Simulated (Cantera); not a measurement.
Charge: 1 mol Pb, 0.14 mol H2, 0.24 mol N2, equilibrated at 20.0 Pa.

Equilibrium computed with Cantera from the NASA thermochemical tables; the gas is ideal and each condensed phase is pure. Candidate condensed phases: Pb; 11 gas species. Rates play no part.

x: gas mole fraction; n: condensed amount in mol.

```tsv
T (°C)	x Pb	x N2	x H2	x Pb2	x H	x NH3	n Pb(l)
552	0.000717	0.631	0.368	9.22e-11	3.40e-10	8.31e-8	1.000
577	0.00159	0.631	0.368	3.51e-10	8.79e-10	6.58e-8	0.999
602	0.00337	0.629	0.367	1.24e-9	2.15e-9	5.26e-8	0.999
627	0.00684	0.627	0.366	4.06e-9	5.00e-9	4.25e-8	0.997
652	0.0134	0.623	0.363	1.25e-8	1.11e-8	3.44e-8	0.995
677	0.0252	0.616	0.359	3.60e-8	2.36e-8	2.79e-8	0.990
702	0.0458	0.603	0.352	9.83e-8	4.80e-8	2.23e-8	0.982
727	0.0810	0.580	0.339	2.55e-7	9.34e-8	1.75e-8	0.967
752	0.139	0.544	0.317	6.30e-7	1.73e-7	1.30e-8	0.939
777	0.233	0.485	0.283	1.49e-6	3.05e-7	8.88e-9	0.885
802	0.380	0.392	0.229	3.38e-6	4.96e-7	5.00e-9	?
827	0.606	0.249	0.145	7.38e-6	6.97e-7	1.76e-9	?
852	0.725	0.174	0.101	9.12e-6	1.00e-6	7.48e-10	?
```

**Question.** Complete the blanks.

**Answer.** 
- 802, n Pb(l): 0.767
- 827, n Pb(l): 0.416
- 852, n Pb(l): 0
